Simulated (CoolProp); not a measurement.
Vapour-liquid equilibrium of nitrogen (1) + oxygen (2) at 1.2 MPa; x and y are mole fractions of (1).

Model: multi-fluid Helmholtz-energy mixture model, Span 2000 and Schmidt 1985; pair parameters Gernert 2013, in CoolProp.

```tsv
x	bubble temperature, mixture model (K)	bubble temperature, Raoult's law (K)	y, mixture model	y, Raoult's law
0.05	121.5	121.6	0.101	0.113
0.125	119.8	119.9	0.233	0.260
0.2	118.2	118.3	0.345	0.384
0.275	116.8	116.8	0.442	0.489
0.35	115.4	115.5	0.527	0.579
0.425	114.2	114.2	0.602	0.656
0.5	113.1	113.0	0.670	0.723
0.575	112.0	111.9	0.731	0.782
0.65	111.0	110.8	0.788	0.832
0.725	110.0	109.8	0.840	0.877
0.8	109.0	108.9	0.888	0.916
0.875	108.1	108.0	0.932	0.951
0.95	107.2	107.2	0.974	0.981
```

The largest gap from Raoult's law is +0.2 K in bubble temperature, at x = 0.725. No azeotrope shows between x = 0.05 and 0.95.

The pair parameters rest on a limited set of measurements; away from them the model extrapolates. The gap from Raoult's law changes sign with composition, which may be real or a fault of the pair parameters; it wasn't checked against measurements.
